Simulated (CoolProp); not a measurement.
Vapour-liquid equilibrium of hydrogen chloride (1) + n-butane (2) at 0.403 MPa; x and y are mole fractions of (1).

Model: multi-fluid Helmholtz-energy mixture model, Thol 2018 and Bücker 2006; pair parameters Bell 2016, in CoolProp.

Give the bubble temperature and the first vapour's composition at x = 0.35, 0.45, 0.75. Is there an azeotrope?

x = 0.35: -44.9 °C, y = 0.973; x = 0.45: -48.1 °C, y = 0.979; x = 0.75: -52.1 °C, y = 0.986. No azeotrope shows between x = 0.05 and 0.95.

Pair parameters are fitted to limited data, so mixtures are less certain than the pure fluids. With so large a gap from Raoult's law the liquid may split in two, which this calculation doesn't test in full.
